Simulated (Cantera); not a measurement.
A perfectly stirred reactor is fed with 6.78 % CH3OH, 6.78 % O2, 81.4 % N2, 5.08 % H2O, equivalence ratio 1.5, at 750 Torr; it is adiabatic with a 800 K inlet, and is followed from long to short residence time, starting on the burning branch (τ in s: 0.087, 0.041, 0.019, 0.0089, 0.0042, 0.002, 0.00091, 0.00043, 0.0002, 9.4e-05, 4.4e-05, 2.1e-05).

Model: GRI-Mech 3.0 (53 species, 325 reactions), integrated in Cantera. GRI-Mech 3.0 was tuned for natural gas; its chemistry of methanol as a main component is partial and can be far from experiment.

One state of this run: T (K) = 1476; x CH3OH = 0.000108; x O2 = 0.00289; x H2O = 0.140; x CO2 = 0.0287; x CH3 = 5.89e-5; x H2 = 0.0326. x: mole fraction; the columns are a selection and need not sum to one.

Which value of τ (s) does it belong to?
(A) 0.00091
(B) 4.4e-5
(C) 0.0020
(D) 0.041

C, 0.0020
